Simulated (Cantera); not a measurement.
Mixture: 4.50 % CH4, 0.400 % H2, 20.0 % O2, 75.1 % N2, equivalence ratio 0.46, at 2.37 atm, adiabatic and at constant volume. Ignition delay is the time to a rise of 400 K.

Cantera simulation using GRI-Mech 3.0 (53 species, 325 reactions); the numbers are that mechanism's predictions, not measurements.

Problem. Predict: delay at 1273 K; delay at 1423 K; delay at 1573 K; delay at 1723 K; apparent activation energy between 1648 and 1798 K.

Solution. 
```
Item                                                    Result
--------------------------------------------------  ----------
delay at 1273 K                                        2.55 ms
delay at 1423 K                                       0.575 ms
delay at 1573 K                                       0.167 ms
delay at 1723 K                                        61.6 µs
apparent activation energy between 1648 and 1798 K  150 kJ/mol
```
